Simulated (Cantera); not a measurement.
Input (Python, Cantera) and output of one run.

```python
import numpy as np
import cantera as ct

gas_names = """
    B BH BH2 BH3 BO BO2 B2 B2O B2O2 B2O3 B3O3H3 H HBO HBO2 HO2 H2 H2O H2O2 H3B3O6 O OH O2 O3
""".split()
cond_names = """
    B(b) B(L) B2O3(L) B3O3H3(cr) H2O(s) H2O(L)
""".split()


def load(file, names, dense=False):
    # The tables refer to 1 bar. Condensed volumes are neglected.
    table = {s.name: s for s in ct.Species.list_from_file(file)}
    out = []
    for n in names:
        d = dict(table[n].input_data)
        d["thermo"] = dict(d["thermo"], **{"reference-pressure": 1e5})
        if dense:
            d["equation-of-state"] = {"model": "constant-volume", "density": "1e6 g/cm^3"}
        out.append(ct.Species.from_dict(d))
    return out


gas = ct.Solution(thermo="ideal-gas", species=load("nasa_gas.yaml", gas_names))
cond = {s.name: ct.Solution(thermo="fixed-stoichiometry", species=[s], name=s.name)
        for s in load("nasa_condensed.yaml", cond_names, dense=True)}
atoms = {
    'B2O3': {'B': 2, 'O': 3},
    'H2O': {'H': 2, 'O': 1},
    'H2': {'H': 2},
}
top_T = {}  # K; cautious upper limits of use, not melting points


def equilibrate(T, P, feed):
    n = {}
    for name, mol in feed.items():
        for a, k in atoms[name].items():
            n[a] = n.get(a, 0.0) + k * mol
    gas.TPX = T, P, n
    mass = sum(n.values()) * gas.mean_molecular_weight
    gas.equilibrate("TP")
    valid = [c for c in cond.values() if c.min_temp <= T <= top_T.get(c.name, c.max_temp)]
    mix = ct.Mixture([(gas, mass / gas.mean_molecular_weight)] + [(c, 0.0) for c in valid])
    mix.T, mix.P = T, P
    mix.equilibrate("TP", solver="vcs", rtol=1e-11, max_steps=5000)
    return mix


results = []
feed = {'B2O3': 1, 'H2O': 0.22, 'H2': 65}  # mol
T = 1598  # K
P = 100000  # Pa
mix = equilibrate(T, P, feed)
results.append((T, P, feed, dict(zip(mix.species_names, mix.species_moles))))
x = sorted(zip(gas.X, gas.species_names), reverse=True)
print(f"T = {T:g} K  P = {P:g} Pa  gas = {mix.phase_moles(0):.4g} mol")
print("   x: " + "  ".join(f"{s} {v:.3e}" for v, s in x if v > 1e-06))
print("   condensed (mol): " + ("  ".join(f"{mix.phase(i).name} {mix.phase_moles(i):.4g}"
      for i in range(1, mix.n_phases) if mix.phase_moles(i) > 1e-12) or "none"))
```

It prints:

```
T = 1598 K  P = 100000 Pa  gas = 65.35 mol
   x: H2 9.935e-01  HBO2 2.746e-03  H2O 2.532e-03  HBO 1.040e-03  B2O3 1.415e-04  H 5.305e-05  B3O3H3 8.449e-06  B2O2 6.332e-06  BO 1.264e-06
   condensed (mol): B2O3(L) 0.8657
```

Method: chemical equilibrium by Gibbs-energy minimisation in Cantera with the NASA 1993 tables (ideal gas, pure condensed phases). Gases not in the tables: H3BO3.
